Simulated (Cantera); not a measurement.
What does this Cantera script print?

```python
import numpy as np
import cantera as ct

gas_names = [...]  # 118 gases of nasa_gas.yaml made of C, Cl, F, H
cond_names = """
    C(gr) C6H6(L) C7H8(L) C8H18(L),n-octa
""".split()


# ... load() reads the species with a 1 bar reference pressure and builds the phases ...
atoms = {
    'CHF3': {'C': 1, 'H': 1, 'F': 3},
    'HCl': {'H': 1, 'CL': 1},
    'H2': {'H': 2},
}
top_T = {'C(gr)': 4500}  # K; cautious upper limits of use, not melting points


# ... equilibrate(T, P, feed) seeds the gas with the atoms and calls Mixture.equilibrate('TP', solver="vcs", rtol=1e-11, max_steps=5000) ...
results = []
feed = {'CHF3': 1, 'HCl': 0.22, 'H2': 3.7}  # mol
P = 26000  # Pa
for T in [673, 873, 1073, 1273, 1473, 1673, 1873, 2073, 2273, 2473, 2673, 2873]:
    mix = equilibrate(T, P, feed)
    results.append((T, P, feed, dict(zip(mix.species_names, mix.species_moles))))

top = {s: max(r[3][s] / sum(r[3][g] for g in gas_names) for r in results) for s in gas_names}
cols = sorted((s for s in top if top[s] > 1e-06), key=lambda s: -top[s])[:7]
seen = [c for c in cond_names if any(r[3].get(c, 0) > 1e-12 for r in results)]
print("log10 of partial pressures in bar; condensed amounts in mol")
print(f"{'T/K':>10s}" + "".join(f"{s[:9]:>10s}" for s in cols + seen))
for T, P, feed, n in results:
    ng = sum(n[g] for g in gas_names)
    print(f"{T:10.4g}" + "".join(f"{np.log10(max(n[s] / ng * P / 1e5, 1e-99)):10.3f}" for s in cols)
          + "".join(f"{n.get(c, 0):10.4g}" for c in seen))
```

Output:

```
log10 of partial pressures in bar; condensed amounts in mol
       T/K        HF        H2       CH4         H       HCL C2H2,acet        CL     C(gr)
       673    -0.814    -1.277    -1.371   -14.896    -1.949   -15.956   -15.507    0.1667
       873    -0.871    -0.958    -2.264   -10.809    -2.006   -11.613   -11.861    0.8785
      1073    -0.879    -0.930    -3.197    -8.318    -2.014    -9.073    -9.446    0.9856
      1273    -0.880    -0.927    -3.881    -6.610    -2.015    -7.357    -7.769     0.997
      1473    -0.880    -0.926    -4.385    -5.361    -2.015    -6.113    -6.541     0.999
      1673    -0.880    -0.926    -4.768    -4.407    -2.015    -5.171    -5.603    0.9993
      1873    -0.880    -0.927    -5.068    -3.654    -2.016    -4.433    -4.863    0.9981
      2073    -0.881    -0.929    -5.311    -3.044    -2.018    -3.841    -4.266    0.9933
      2273    -0.883    -0.935    -5.517    -2.543    -2.025    -3.359    -3.775    0.9797
      2473    -0.887    -0.950    -5.705    -2.127    -2.042    -2.966    -3.368    0.9491
      2673    -0.895    -0.981    -5.898    -1.781    -2.076    -2.651    -3.032    0.8901
      2873    -0.911    -1.037    -6.121    -1.497    -2.138    -2.411    -2.761    0.7865
```

These are equilibrium values from Cantera (NASA tables, ideal gas, pure condensed phases), not measurements of a reactor.
